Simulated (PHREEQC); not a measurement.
## Acid rinse or clean

Solution (25 °C): 0.0032 mol/kgw HNO3, 0.0015 mol/kgw FeCl3 and 0.0013 mol/kgw KCl. Closed to the air; pH follows from the charge balance.

The numbers come from PHREEQC with the ion-association model, phreeqc.dat.

| Property | Result |
|---|---|
| pH | 2.43 |
| ionic strength | 0.0118 mol/kgw |
| total alkalinity | -6.20 meq/kg |

```json
[
 {"species": "Cl-", "molality": "0.00574", "activity": "0.00513", "log γ": "-0.049"},
 {"species": "H+", "molality": "0.00406", "activity": "0.00369", "log γ": "-0.042"},
 {"species": "NO3-", "molality": "0.00320", "activity": "0.00285", "log γ": "-0.050"},
 {"species": "K+", "molality": "0.00130", "activity": "0.00116", "log γ": "-0.049"},
 {"species": "FeOH+2", "molality": "0.000702", "activity": "0.000456", "log γ": "-0.188"},
 {"species": "Fe+3", "molality": "0.000621", "activity": "0.000260", "log γ": "-0.377"},
 {"species": "FeCl+2", "molality": "6.22e-5", "activity": "4.03e-5", "log γ": "-0.188"},
 {"species": "Fe(OH)2+", "molality": "4.55e-5", "activity": "4.09e-5", "log γ": "-0.046"},
 {"species": "Fe2(OH)2+4", "molality": "3.29e-5", "activity": "5.59e-6", "log γ": "-0.770"},
 {"species": "FeCl2+", "molality": "1.03e-6", "activity": "9.24e-7", "log γ": "-0.047"},
 {"species": "Fe3(OH)4+5", "molality": "7.63e-7", "activity": "4.78e-8", "log γ": "-1.203"},
 {"species": "Fe(OH)3", "molality": "1.42e-9", "activity": "1.43e-9", "log γ": "0.001"}
]
```

Precipitation was switched off in this run. The solution is supersaturated, for example in Hematite (slow to form), Goethite (slow to form), so a real one may precipitate; this is no full list.
